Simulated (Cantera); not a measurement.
Charge: 1 mol CH₂F₂, 0.015 mol HCl, 0.36 mol H₂, 0.27 mol CH₄, equilibrated at 3148.15 K and 0.280 bar.

These are equilibrium values from Cantera (NASA tables, ideal gas, pure condensed phases), not measurements of a reactor. Candidate condensed phases: C, C₆H₆, C₇H₈, C₈H₁₈; 118 gas species. Equilibrium is a limit: real reactors are often held back by kinetics, nucleation or transport.

Base state: HF 0.607, H 0.188, H₂ 0.167, C₂H₂ (acetylene) 0.0157, F 0.00546, C₃ 0.00500, C₂H 0.00371, HCl 0.00261 (mole fractions); condensed: C(graphite).

Task: What changes in the equilibrium state with this change: HCl from 0.015 to 0.02 mol?

Result: 
| species | before | after |
|---|---|---|
| HF | 0.607 | 0.605 |
| H | 0.188 | 0.188 |
| H₂ | 0.167 | 0.167 |
| HCl | 0.00261 | 0.00347 |
| Cl | 0.00198 | 0.00264 |
| C₂H₂ (acetylene) | 0.0157 | 0.0157 |
| CF₂ | 2.51e-5 | 2.50e-5 |
| C₂HF | 5.39e-5 | 5.38e-5 |
| CF | 0.000845 | 0.000844 |
| C(graphite), mol | 1.07 | 1.07 |
